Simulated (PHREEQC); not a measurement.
Buffer: speciation

Dissolve 0.0012 mol/kgw NaHCO3, 0.003 mol/kgw NH3 and 4.2e-05 mol/kgw LiCl at 50 °C. Closed to the air; pH follows from the charge balance.

The numbers come from PHREEQC with the ion-association model, phreeqc.dat.

No solid was allowed to form.

Problem. Estimate the pH.

Solution. pH 9.42.

Problem. In which forms is C present?

Solution. HCO3- 82 %, CO3-2 17 %, NaCO3- 1.0 % of the C.

Species that the database lacks are ignored. At this temperature some constants are extrapolated from 25 °C, and those without enthalpy data are left unchanged.
